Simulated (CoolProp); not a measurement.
The fluid at 651.23 K and 0.129 MPa is compressed adiabatically to 0.721 MPa with isentropic efficiency 0.6. The same conditions are run with several fluids, on thermodynamics alone (safety and materials aside).

Values from CoolProp's reference Helmholtz-energy equation of state of each fluid (nitrogen: Span 2000; carbon dioxide: Span 1996; oxygen: Schmidt 1985).

```json
[
 {"fluid": "nitrogen", "work (kJ/kg)": "704", "final temperature (K)": "1260.5", "final density (kg/m³)": "1.92"},
 {"fluid": "carbon dioxide", "work (kJ/kg)": "409", "final temperature (K)": "999.3", "final density (kg/m³)": "3.81"},
 {"fluid": "oxygen", "work (kJ/kg)": "606", "final temperature (K)": "1214.8", "final density (kg/m³)": "2.28"}
]
```

Above 300 K oxygen's equation is extrapolated.
